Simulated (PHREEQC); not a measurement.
Solution A (1.6 mol Na2SO4, 0.25 mol K2SO4 and 0.26 mol MgCl2 per kg of water) is mixed with solution B (0.055 mol H2SO4, 1.3e-06 mol H4SiO4 and 0.00098 mol CO2 per kg of water) at 25 °C; shares are by mass of water, 1 kg in all. No CO2 enters from the air. Solids allowed: Arcanite, Bischofite, Bloedite, Brucite, Burkeite, Carnallite, Epsomite, Glaserite, Halite, Hexahydrite, Kainite, Kalicinite, Kieserite, Leonite, Nesquehonite, Mirabilite, Misenite, Nahcolite, Natron, Schoenite, SiO2(a), Sylvite, Thenardite, Trona, MgCl2_4H2O. Others were left out.

Computed with PHREEQC (Pitzer model, pitzer.dat).

| share of solution B | pH | SO4-2 (mol/kgw) |
|---|---|---|
| 0 | 6.85 | 1.85 |
| 0.1 | 2.88 | ___ |
| 0.25 | 2.48 | ___ |
| 0.4 | 2.27 | ___ |
| 0.5 | 2.16 | ___ |
| 0.6 | 2.06 | 0.724 |
| 0.75 | ___ | 0.445 |
| 0.9 | ___ | ___ |
| 1 | 1.24 | 0.0179 |

Complete the blanks.


- 0.1, SO4-2 (mol/kgw): 1.66
- 0.25, SO4-2 (mol/kgw): 1.38
- 0.4, SO4-2 (mol/kgw): 1.10
- 0.5, SO4-2 (mol/kgw): 0.910
- 0.75, pH: 1.91
- 0.9, pH: 1.67
- 0.9, SO4-2 (mol/kgw): 0.171

In brines, pH and single-ion activities rest on the MacInnes convention.
